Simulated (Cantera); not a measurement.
# Premixed flame

A freely propagating, adiabatic, planar premixed flame of 4.43 % CH4, 2.17 % C2H6, 20.3 % O2, 73.1 % N2, equivalence ratio 0.81, unburnt at 623 K and 10.0 bar; unity-Lewis-number transport, grid criteria slope 0.08 and curve 0.16, no radiation.

Cantera simulation using GRI-Mech 3.0 (53 species, 325 reactions); the numbers are that mechanism's predictions, not measurements. Unity Lewis numbers drop preferential diffusion, which matters most where H2 and H carry the flame. Burning velocities carry a grid error of a few per cent, more on coarse grids.

```tsv
z (mm)	T (K)	u (m/s)	x CH4	x C2H6	x O2	x HCO	x C2H4	x CH2
-0.162	625	0.591	0.0442	0.0217	0.203	<1e-8	7.35e-6	<1e-8
-0.108	632	0.598	0.0440	0.0215	0.202	<1e-8	3.38e-5	<1e-8
-0.0811	654	0.619	0.0433	0.0211	0.200	<1e-8	0.000114	<1e-8
-0.0541	755	0.717	0.0402	0.0192	0.190	<1e-8	0.000491	<1e-8
-0.0270	1151	1.10	0.0271	0.0113	0.149	1.13e-7	0.00194	<1e-8
-0.0135	1525	1.48	0.0144	0.00416	0.110	4.39e-6	0.00247	1.37e-6
0	1908	1.87	0.00265	0.000163	0.0685	2.30e-5	0.000685	2.69e-5
0.0135	2079	2.03	0.000102	1.98e-7	0.0509	3.37e-6	1.69e-5	4.51e-6
0.0270	2154	2.09	2.94e-6	<1e-8	0.0458	1.57e-7	2.79e-7	2.10e-7
0.0541	2228	2.15	<1e-8	<1e-8	0.0419	1.01e-8	<1e-8	<1e-8
0.108	2280	2.19	<1e-8	<1e-8	0.0395	<1e-8	<1e-8	<1e-8
0.216	2304	2.21	<1e-8	<1e-8	0.0386	<1e-8	<1e-8	<1e-8
0.432	2309	2.21	<1e-8	<1e-8	0.0383	<1e-8	<1e-8	<1e-8
```
x: mole fraction of selected species; z is measured from the peak of heat release.

```
Item                         Result
------------------------  ---------
laminar burning velocity  58.9 cm/s
thermal thickness         0.0541 mm
peak x(HCO)                 2.31e-5
peak x(C2H4)                0.00251
peak x(CH2)                 2.70e-5
grid points                     145
```
